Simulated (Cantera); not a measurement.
A perfectly stirred reactor is fed with 5.27 % CH4, 19.9 % O2, 74.9 % N2, at 10.0 bar; it is adiabatic with a 500 K inlet, and is followed from long to short residence time, starting on the burning branch (τ in s: 0.04, 0.02, 0.01, 0.0051, 0.0026, 0.0013, 0.00065, 0.00033, 0.00016, 8.2e-05, 4.1e-05, 2.1e-05, 1e-05).

Cantera simulation using GRI-Mech 3.0 (53 species, 325 reactions); the numbers are that mechanism's predictions, not measurements.

**Question.** Predict: blow-out, bracketed by the residence times tried; x(CH4) at τ = 40.0 ms; x(O2) at τ = 40.0 ms; x(CO) at τ = 40.0 ms; x(NO) at τ = 40.0 ms; x(CH2O) at τ = 40.0 ms; x(CH4) at τ = 0.650 ms; x(O2) at τ = 0.650 ms; x(CO) at τ = 0.650 ms; x(NO) at τ = 0.650 ms; x(CH2O) at τ = 0.650 ms.

**Answer.** 
```json
{
  "blow_out_bracketed_by_the_residence_times_tried": "burning at 0.650 ms, out at 0.330 ms",
  "x(CH4) at τ = 40.0 ms": "1.47e-5",
  "x(O2) at τ = 40.0 ms": "0.0933",
  "x(CO) at τ = 40.0 ms": "0.000166",
  "x(NO) at τ = 40.0 ms": "2.70e-6",
  "x(CH2O) at τ = 40.0 ms": "1.44e-6",
  "x(CH4) at τ = 0.650 ms": "0.000508",
  "x(O2) at τ = 0.650 ms": "0.0971",
  "x(CO) at τ = 0.650 ms": "0.00574",
  "x(NO) at τ = 0.650 ms": "8.69e-7",
  "x(CH2O) at τ = 0.650 ms": "5.66e-5"
}
```
